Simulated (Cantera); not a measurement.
An isothermal, constant-pressure homogeneous reactor starts with H2 : O2 = 0.12 : 1 (molar parts), at 1425 K and 0.0263 atm.

Detailed kinetics in Cantera: GRI-Mech 3.0 (53 species, 325 reactions). Radical loss at walls, strong at low pressure, is not modelled. The temperature is held fixed by assumption; the heat of reaction is taken as removed at once.

x: mole fraction; the columns are a selection and need not sum to one.

| t (s) | x H2 | x O2 | x OH | x H2O | x H2O2 | x O | x HO2 |
|---|---|---|---|---|---|---|---|
| 1.00e-6 | 0.107 | 0.893 | 2.98e-10 | 9.05e-12 | <1e-12 | 3.00e-10 | 6.28e-9 |
| 5.01e-6 | 0.107 | 0.893 | 6.25e-9 | 9.91e-10 | 7.33e-12 | 6.48e-9 | 3.15e-8 |
| 2.51e-5 | 0.107 | 0.893 | 1.02e-7 | 8.37e-8 | 1.81e-10 | 1.16e-7 | 1.58e-7 |
| 0.000126 | 0.107 | 0.893 | 1.20e-5 | 2.48e-5 | … | 1.45e-5 | 8.13e-7 |
| 0.000632 | 0.00344 | 0.813 | 0.0119 | 0.0879 | 2.05e-7 | 0.0638 | 6.72e-6 |
| 0.00317 | 0.00273 | 0.829 | 0.0107 | 0.0935 | 2.01e-7 | 0.0503 | 6.57e-6 |
| 0.0159 | 0.00103 | 0.866 | 0.00673 | 0.106 | … | 0.0176 | 4.99e-6 |
| 0.0796 | 8.79e-5 | 0.884 | 0.00199 | 0.112 | … | 0.00145 | 1.18e-6 |
| 0.399 | 5.79e-6 | 0.886 | 0.000511 | 0.113 | … | 9.51e-5 | 1.60e-7 |
| 2.00 | 7.47e-7 | 0.887 | 0.000184 | 0.113 | … | 1.23e-5 | 1.23e-7 |

What belongs in the gaps?


- 0.000126, x H2O2: 4.22e-9
- 0.0159, x H2O2: 1.59e-7
- 0.0796, x H2O2: 5.25e-8
- 0.399, x H2O2: 1.05e-8
- 2.00, x H2O2: 2.80e-9
